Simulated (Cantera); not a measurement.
**NO annealing gas**

An isothermal, constant-pressure homogeneous reactor starts with NO : N2 = 1 : 1.3 (molar parts), at 1925 K and 760 Torr.

Computed with Cantera and GRI-Mech 3.0 (53 species, 325 reactions).

```json
[
 {"t (s)": "3.00e-6", "x NO": "0.435", "x O2": "2.50e-10", "x O": "3.56e-7", "x NO2": "2.34e-8", "x N2O": "3.78e-7", "x N2": "0.565"},
 {"t (s)": "1.02e-5", "x NO": "0.435", "x O2": "2.63e-9", "x O": "1.05e-6", "x NO2": "2.39e-7", "x N2O": "1.27e-6", "x N2": "0.565"},
 {"t (s)": "3.44e-5", "x NO": "0.435", "x O2": "2.45e-8", "x O": "2.48e-6", "x NO2": "1.97e-6", "x N2O": "4.24e-6", "x N2": "0.565"},
 {"t (s)": "0.000116", "x NO": "0.435", "x O2": "2.21e-7", "x O": "4.87e-6", "x NO2": "1.09e-5", "x N2O": "1.35e-5", "x N2": "0.565"},
 {"t (s)": "0.000393", "x NO": "0.435", "x O2": "3.22e-6", "x O": "1.21e-5", "x NO2": "4.53e-5", "x N2O": "3.79e-5", "x N2": "0.565"},
 {"t (s)": "0.00133", "x NO": "0.434", "x O2": "6.42e-5", "x O": "2.77e-5", "x NO2": "0.000126", "x N2O": "7.42e-5", "x N2": "0.565"},
 {"t (s)": "0.00451", "x NO": "0.433", "x O2": "0.000484", "x O": "3.27e-5", "x NO2": "0.000152", "x N2O": "8.57e-5", "x N2": "0.566"},
 {"t (s)": "0.0152", "x NO": "0.430", "x O2": "0.00197", "x O": "3.57e-5", "x NO2": "0.000166", "x N2O": "8.44e-5", "x N2": "0.567"},
 {"t (s)": "0.0516", "x NO": "0.420", "x O2": "0.00695", "x O": "4.41e-5", "x NO2": "0.000204", "x N2O": "8.01e-5", "x N2": "0.572"},
 {"t (s)": "0.175", "x NO": "0.388", "x O2": "0.0230", "x O": "6.38e-5", "x NO2": "0.000279", "x N2O": "6.75e-5", "x N2": "0.588"},
 {"t (s)": "0.591", "x NO": "0.300", "x O2": "0.0670", "x O": "9.93e-5", "x NO2": "0.000343", "x N2O": "3.95e-5", "x N2": "0.633"},
 {"t (s)": "2.00", "x NO": "0.145", "x O2": "0.144", "x O": "0.000141", "x NO2": "0.000239", "x N2O": "9.25e-6", "x N2": "0.710"}
]
```
x: mole fraction; the columns are a selection and need not sum to one.

Equilibrium at this temperature and pressure: NO 0.00623, O2 0.214, O 0.000170, NO2 1.24e-5, N2O 3.53e-7, N2 0.779 (gas phase only).
